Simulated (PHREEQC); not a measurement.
Solution (15 °C): 0.15 mol HNO3, 0.0041 mol KNO3 and 0.023 mol KH2PO4 per kg of water. Closed to the air; pH follows from the charge balance.

Equilibrium calculation in PHREEQC: ion-association model, phreeqc.dat.

```tsv
quantity	before	after
pH	0.98	2.09
ionic strength (mol/kgw)	0.156	0.167
```

Which change was made?
(A) 0.13 mol/kgw NaOH added
(B) HNO3 from 0.15 to 0.03 mol/kgw
(C) HNO3 from 0.15 to 0.225 mol/kgw
(D) HNO3 from 0.15 to 0.3 mol/kgw
(E) temperature from 15 to 35 °C

A, 0.13 mol/kgw NaOH added

This is a speciation only: nothing precipitates in the calculation.
